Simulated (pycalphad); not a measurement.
Source of the numbers: pycalphad with the COST 507 light-alloy database (1999); pressure 1 atm. The database dates from 1999; later assessments differ in places, in temperatures and in the compounds included. Diffusion is slow at the low end, where real alloys seldom reach equilibrium.

### Question
How does the equilibrium phase assembly of Si-0.56C (at.%) change on cooling from 2600 K to 520 K?

### Answer
| T (K) | phases above | phases below |
|---|---|---|
| 2359.7 | LIQUID | CSI + LIQUID |
| 1687.0 | CSI + LIQUID | CSI + DIAMOND_A4 |
Changes were sought between steps of 40 K, so a narrower field can be missed.

Database names, with the compositions (at.%) that they take in these runs: CSI: Si 50 C 50. DIAMOND_A4 is diamond (Si).
